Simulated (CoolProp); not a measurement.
Vapour-liquid equilibrium of cyclohexane (1) + n-dodecane (2) at 0.0613 MPa; x and y are mole fractions of (1).

The numbers come from the multi-fluid Helmholtz-energy mixture model, Zhou 2014 and Lemmon 2004; pair parameters Bell 2016 in CoolProp.

Task: Give the bubble temperature and the first vapour's composition at x = 0.65, 0.8, 0.95. Is there an azeotrope?

Result: x = 0.65: 352.6 K, y = 0.996; x = 0.8: 345.2 K, y = 0.998; x = 0.95: 339.6 K, y = 1.000. No azeotrope shows between x = 0.05 and 0.95.

Pair parameters are fitted to limited data, so mixtures are less certain than the pure fluids.
